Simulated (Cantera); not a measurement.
An adiabatic, constant-volume homogeneous reactor starts with 30.5 % CO, 3.71 % H₂, 8.11 % O₂, 57.7 % N₂, equivalence ratio 2.1, at 1675 K and 4.64 atm.

Model: GRI-Mech 3.0 (53 species, 325 reactions), integrated in Cantera. The hydrogen kinetics of GRI-Mech 3.0 are dated; newer H2 mechanisms differ, most at raised pressure.

x: mole fraction; the columns are a selection and need not sum to one.

```csv
t (s),T (K),P (bar),x CO,x H₂,x O₂,x NO,x HO₂
9.00e-6,2219,6.06,0.229,0.00670,0.0194,?,1.20e-5
2.28e-5,2697,7.15,0.213,0.00672,0.0109,?,3.91e-6
5.77e-5,2916,7.62,0.202,0.00626,0.00492,?,2.02e-6
0.000146,2940,7.67,0.201,0.00627,0.00373,?,1.65e-6
0.000370,2932,7.65,0.201,0.00635,0.00346,?,1.54e-6
0.000936,2930,7.65,0.202,0.00637,0.00339,0.00493,1.51e-6
0.00237,2930,7.65,0.202,0.00637,0.00339,0.00494,1.51e-6
0.00600,2930,7.65,0.202,0.00637,0.00339,0.00494,1.51e-6
0.0152,2930,7.65,0.202,0.00637,0.00339,0.00494,1.51e-6
0.0385,2930,7.65,0.202,0.00637,0.00339,0.00494,1.51e-6
0.0974,2930,7.65,0.202,0.00637,0.00339,0.00494,1.51e-6
0.246,2930,7.65,0.202,0.00637,0.00339,0.00494,1.51e-6
0.624,2930,7.65,0.202,0.00637,0.00339,0.00494,1.51e-6
1.58,2930,7.65,0.202,0.00637,0.00339,0.00494,1.51e-6
4.00,2930,7.65,0.202,0.00637,0.00339,0.00494,1.51e-6
```

### Question
What belongs in the gaps?

### Answer

- 9.00e-6, x NO: 7.52e-5
- 2.28e-5, x NO: 0.000450
- 5.77e-5, x NO: 0.00147
- 0.000146, x NO: 0.00302
- 0.000370, x NO: 0.00451
